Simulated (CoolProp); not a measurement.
Chlorine along the isotherm 376.7 K: density (kg/m³) from the reference equation and from simpler models built on Tc = 416.9 K, pc = 7.642 MPa, ω = 0.070; each cubic takes its own stable root.

Values from CoolProp's reference Helmholtz-energy equation of state, Thol 2021.

| p (MPa) | phase | reference |
|---|---|---|
| 0.0632 | gas | 1.436 |
| 0.144 | gas | 3.287 |
| 0.328 | gas | 7.571 |
| 0.746 | gas | 17.68 |
| 1.7 | gas | 43.14 |
| 3.86 | gas | 125.1 |
| 8.79 | liquid | 1142 |
| 20 | liquid | 1214 |

Q: How far does each simpler model (van der Waals, Redlich-Kwong, Soave-Redlich-Kwong, Peng-Robinson) lie from the reference over these 8 states: mean and median of the absolute difference, and the worst?

A: 
- van der Waals: mean 9.4 %, median 1.2 %, worst -34.1 % at 376.7 K and 8.79 MPa
- Redlich-Kwong: mean 2.8 %, median 0.2 %, worst -12.3 % at 376.7 K and 8.79 MPa
- Soave-Redlich-Kwong: mean 2.6 %, median 0.2 %, worst -11.5 % at 376.7 K and 8.79 MPa
- Peng-Robinson: mean 1.0 %, median 0.5 %, worst +3.0 % at 376.7 K and 20 MPa
